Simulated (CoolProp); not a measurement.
Vapour pressure (MPa) of carbonyl sulfide: the reference equation beside estimates from Tc = 378.8 K, pc = 6.369 MPa, ω = 0.098.

Computed with CoolProp (reference Helmholtz-energy equation of state, Lemmon 2006). It is a short technical equation, of lower accuracy than the large ones.

| T (K) | reference | Lee-Kesler | Redlich-Kwong |
|---|---|---|---|
| 264.5 | 0.4984 | 0.4982 | 0.5456 |
| 272.1 | 0.6302 | 0.6308 | 0.6904 |
| 279.7 | 0.7863 | 0.7876 | 0.8608 |
| 287.4 | 0.9717 | 0.9738 | 1.062 |
| 295 | 1.184 | 1.187 | 1.290 |
| 302.6 | 1.429 | 1.432 | 1.551 |
| 310.2 | 1.708 | (withheld) | 1.846 |
| 317.8 | (withheld) | 2.028 | 2.177 |
| 325.4 | 2.381 | 2.384 | 2.547 |
| 333.1 | 2.787 | 2.790 | 2.962 |
| 340.7 | 3.235 | 3.239 | 3.414 |
| 348.3 | 3.733 | (withheld) | 3.909 |
| 355.9 | (withheld) | 4.294 | 4.450 |
| 363.5 | 4.902 | 4.912 | 5.038 |

**Question.** Fill in the missing entries.

**Answer.** 
- 310.2, Lee-Kesler: 1.711
- 317.8, reference: 2.024
- 348.3, Lee-Kesler: 3.738
- 355.9, reference: 4.287

Absolute difference from the reference over all 14 rows, mean and median: Lee-Kesler 0.2 and 0.2 %, Redlich-Kwong 7.2 and 7.8 %.
